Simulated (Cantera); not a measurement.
# Premixed flame

A freely propagating, adiabatic, planar premixed flame of 24.2 % H2, 15.9 % O2, 59.8 % N2, equivalence ratio 0.76, unburnt at 623 K and 5.00 bar; multicomponent+Soret transport, grid criteria slope 0.08 and curve 0.16, no radiation.

Model: the H2/O2 subset of GRI-Mech 3.0, which has no nitrogen chemistry, integrated in Cantera. The hydrogen kinetics of GRI-Mech 3.0 are dated; newer H2 mechanisms differ, most at raised pressure. Burning velocities carry a grid error of a few per cent, more on coarse grids.

```tsv
z (mm)	T (K)	u (m/s)	x H2	x O2	x OH	x H	x H2O2	x O
-0.172	623	4.64	0.242	0.159	<1e-8	<1e-8	<1e-8	<1e-8
-0.115	623	4.64	0.242	0.160	<1e-8	<1e-8	<1e-8	<1e-8
-0.0861	623	4.63	0.240	0.160	<1e-8	<1e-8	2.67e-8	<1e-8
-0.0574	625	4.61	0.234	0.161	<1e-8	<1e-8	3.66e-7	8.85e-8
-0.0287	691	4.90	0.196	0.166	6.51e-5	6.55e-5	3.56e-5	1.72e-5
-0.0143	974	6.69	0.150	0.156	0.000983	0.00204	8.35e-5	0.000441
0	1388	9.38	0.0902	0.120	0.00376	0.00993	2.34e-5	0.00336
0.0143	1687	11.3	0.0439	0.0804	0.00910	0.0156	5.41e-6	0.00717
0.0287	1858	12.5	0.0248	0.0613	0.0131	0.0145	3.29e-6	0.00848
0.0574	2029	13.5	0.0155	0.0516	0.0152	0.00917	2.00e-6	0.00709
0.115	2170	14.4	0.00994	0.0481	0.0139	0.00415	1.30e-6	0.00428
0.229	2265	14.9	0.00528	0.0465	0.0109	0.00144	8.87e-7	0.00213
0.459	2314	15.2	0.00254	0.0462	0.00799	0.000468	6.77e-7	0.00102
```
x: mole fraction of selected species; z is measured from the peak of heat release.

- laminar burning velocity: 464 cm/s
- thermal thickness: 0.0574 mm
- peak x(OH): 0.0152
- peak x(H): 0.0158
- peak x(H2O2): 8.41e-5
- peak x(O): 0.00849
